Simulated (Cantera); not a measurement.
A closed system holds: 1 mol Fe₃O₄, 0.38 mol CH₄, 0.41 mol H₂, at 27.0 mbar.

Equilibrium computed with Cantera from the NASA thermochemical tables; the gas is ideal and each condensed phase is pure. Candidate condensed phases: C, C₆H₆, C₇H₈, C₈H₁₈, Fe, Fe(CO)₅, FeO, Fe(OH)₂, Fe(OH)₃, Fe₂O₃, Fe₃O₄, H₂O; 114 gas species. The tables' stoichiometric FeO is somewhat more stable than real wüstite, so its field is too wide. FeO: taken at fixed stoichiometry. Kinetics and transport are ignored. All values below are at 2623 K.

Base state: Fe 0.314, H₂O 0.220, FeO 0.0778, CO 0.0672, O₂ 0.0659, H 0.0600, OH 0.0572, H₂ 0.0548 (mole fractions); condensed: FeO(l).

Question: What changes in the equilibrium state with this change: Fe₃O₄ replaced by PbO?

Answer: 
```csv
species,before,after
Pb,0,0.353
H₂,0.0548,0.192
H₂O,0.220,0.163
Fe,0.314,0
FeO,0.0778,0
O₂,0.0659,0.00296
O,0.0403,0.00855
CO₂,0.0414,0.0158
OH,0.0572,0.0227
H,0.0600,0.112
CO,0.0672,0.121
PbO,0,0.00768
Fe(OH)₂,0.000692,0
"FeO(l), mol",1.63,0
```
Gases not in the tables: (PbO)n polymers. Further candidate phases: Pb, PbO, PbO₂, Pb₃O₄.
